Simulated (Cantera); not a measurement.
What does this Cantera script print?

```python
import numpy as np
import cantera as ct

gas_names = """
    C CH CH2 CH3 CH2OH CH3O CH4 CH3OH CO CO2 COOH C2 C2H CHCO,ketyl C2H2,acetylene C2H2,vinylidene
    CH2CO,ketene C2H3,vinyl CH3CO,acetyl C2H4 C2H4O,ethylen CH3CHO,ethanal CH3COOH (HCOOH)2 C2H5 C2H6
    CH3OCH3 C2H5OH C2O C3 C3H3,propargyl C3H4,allene C3H4,propyne C3H4,cyclo- C3H5,allyl C3H6,propylene
    C3H6,cyclo- C3H6O C3H7,n-propyl C3H7,i-propyl C3H8 C3H8O,1propanol C3H8O,2propanol C3O2 C4 C4H2
    C4H4,1,3-cyclo- C4H6,butadiene C4H6,2-butyne C4H6,cyclo- C4H8,1-butene C4H8,cis2-buten
    C4H8,tr2-butene C4H8,isobutene C4H8,cyclo- (CH3COOH)2 C4H9,n-butyl C4H9,i-butyl C4H9,s-butyl
    C4H9,t-butyl C4H10,isobutane C4H10,n-butane C5 C5H6,1,3cyclo- C5H8,cyclo- C5H10,1-pentene
    C5H10,cyclo- C5H11,pentyl C5H11,t-pentyl C5H12,n-pentane C5H12,i-pentane CH3C(CH3)2CH3 C6H2
    C6H5,phenyl C6H5O,phenoxy C6H6 C6H5OH,phenol C6H10,cyclo- C6H12,1-hexene C6H12,cyclo- C6H13,n-hexyl
    C7H7,benzyl C7H8 C7H8O,cresol C7H14,1-heptene C7H15,n-heptyl C7H16,n-heptane C8H8,styrene
    C8H10,ethylbenz C8H16,1-octene C8H17,n-octyl C8H18,isooctane C8H18,n-octane C9H19,n-nonyl
    C10H8,naphthale C10H21,n-decyl C12H9,o-bipheny C12H10,bipheny H HCO HO2 H2 HCHO,formaldehy HCOOH H2O
    H2O2 O OH O2 O3 Ti TiO TiO2
""".split()
cond_names = """
    C(gr) C6H6(L) C7H8(L) C8H18(L),n-octa H2O(s) H2O(L) Ti(a) Ti(b) Ti(L) TiC(s) TiC(L) TiO(a) TiO(b)
    TiO(L) TiO2(ru) TiO2(L) Ti2O3(a) Ti2O3(b) Ti2O3(L) Ti3O5(a) Ti3O5(b) Ti3O5(L) Ti4O7(s) Ti4O7(L)
""".split()


def load(file, names, dense=False):
    # The tables refer to 1 bar. Condensed volumes are neglected.
    table = {s.name: s for s in ct.Species.list_from_file(file)}
    out = []
    for n in names:
        d = dict(table[n].input_data)
        d["thermo"] = dict(d["thermo"], **{"reference-pressure": 1e5})
        if dense:
            d["equation-of-state"] = {"model": "constant-volume", "density": "1e6 g/cm^3"}
        out.append(ct.Species.from_dict(d))
    return out


gas = ct.Solution(thermo="ideal-gas", species=load("nasa_gas.yaml", gas_names))
cond = {s.name: ct.Solution(thermo="fixed-stoichiometry", species=[s], name=s.name)
        for s in load("nasa_condensed.yaml", cond_names, dense=True)}
atoms = {
    'Ti': {'Ti': 1},
    'CO': {'C': 1, 'O': 1},
    'H2': {'H': 2},
}
top_T = {'C(gr)': 4500}  # K; cautious upper limits of use, not melting points


def equilibrate(T, P, feed):
    n = {}
    for name, mol in feed.items():
        for a, k in atoms[name].items():
            n[a] = n.get(a, 0.0) + k * mol
    gas.TPX = T, P, n
    mass = sum(n.values()) * gas.mean_molecular_weight
    gas.equilibrate("TP")
    valid = [c for c in cond.values() if c.min_temp <= T <= top_T.get(c.name, c.max_temp)]
    mix = ct.Mixture([(gas, mass / gas.mean_molecular_weight)] + [(c, 0.0) for c in valid])
    mix.T, mix.P = T, P
    mix.equilibrate("TP", solver="vcs", rtol=1e-11, max_steps=5000)
    return mix


results = []
feed = {'Ti': 1, 'CO': 1.5, 'H2': 87}  # mol
P = 25  # Pa
for T in [1275, 1375, 1475, 1575, 1675, 1775, 1875, 1975]:
    mix = equilibrate(T, P, feed)
    results.append((T, P, feed, dict(zip(mix.species_names, mix.species_moles))))

top = {s: max(r[3][s] / sum(r[3][g] for g in gas_names) for r in results) for s in gas_names}
cols = sorted((s for s in top if top[s] > 0.001), key=lambda s: -top[s])[:5]
seen = [c for c in cond_names if any(r[3].get(c, 0) > 1e-12 for r in results)]
print("log10 of partial pressures in bar; condensed amounts in mol")
print(f"{'T/K':>10s}" + "".join(f"{s[:9]:>10s}" for s in cols + seen))
for T, P, feed, n in results:
    ng = sum(n[g] for g in gas_names)
    print(f"{T:10.4g}" + "".join(f"{np.log10(max(n[s] / ng * P / 1e5, 1e-99)):10.3f}" for s in cols)
          + "".join(f"{n.get(c, 0):10.4g}" for c in seen))
```

Output:

```
log10 of partial pressures in bar; condensed amounts in mol
       T/K        H2         H        CO        Ti       TiO    TiC(s)    TiO(b)  Ti2O3(b)
      1275    -3.607    -7.936    -5.592   -16.681   -14.929    0.6001         0    0.1999
      1375    -3.607    -7.268    -5.592   -14.280   -12.979    0.6001         0    0.1999
      1475    -3.607    -6.691    -5.547   -12.272   -11.379    0.5002    0.4998         0
      1575    -3.608    -6.185    -5.547   -10.560   -10.100    0.5002    0.4998         0
      1675    -3.610    -5.740    -5.548    -9.056    -8.981       0.5    0.4993         0
      1775    -3.615    -5.346    -5.549    -7.726    -7.993    0.4968    0.4929         0
      1875    -3.626    -4.996    -5.535    -6.549    -7.116    0.4493    0.4215         0
      1975    -3.651    -4.689    -5.424    -5.666    -6.579   0.09841         0         0
```

These are equilibrium values from Cantera (NASA tables, ideal gas, pure condensed phases), not measurements of a reactor. Mutual solubility and eutectic melting of coexisting phases are not modelled. TiC, TiO: taken at fixed stoichiometry. Condensed phases not in the tables: solid solutions among these carbides, nitrides and lower oxides.
